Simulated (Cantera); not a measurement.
Input: 1 mol CH₃F, 0.019 mol F₂, 4.8 mol H₂, equilibrated at 13.3 mbar.

Method: chemical equilibrium by Gibbs-energy minimisation in Cantera with the NASA 1993 tables (ideal gas, pure condensed phases). Candidate condensed phases: C, C₆H₆, C₇H₈, C₈H₁₈; 95 gas species. Kinetics and transport are ignored. All values below are at 1300 °C.

Base state: H₂ 0.847, HF 0.152, H 0.000324, CH₄ 1.76e-5, C₂H₂ (acetylene) 1.75e-5 (mole fractions); condensed: C(graphite).

Q: What changes in the equilibrium state with this change: CH₃F replaced by C₂F₆?

A: 
```tsv
species	before	after
HF	0.152	0.772
H₂	0.847	0.228
H	0.000324	0.000168
CH₄	1.76e-5	1.27e-6
C₂H₂ (acetylene)	1.75e-5	4.70e-6
C(graphite), mol	1.000	2.00
```
The feed counts by its element totals alone.
